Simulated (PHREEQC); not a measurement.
Dissolve 0.0012 mol NH4Cl and 0.00032 mol Na2B4O7 per kg of water at 25 °C. Closed to the air; pH follows from the charge balance.

Computed with PHREEQC (ion-association model, phreeqc.dat).

This is a speciation only: nothing precipitates in the calculation.

### Question
Estimate the pH.

### Answer
pH 8.78.

### Question
In which forms is N present?

### Answer
NH4+ 75 %, NH3 25 % of the N.
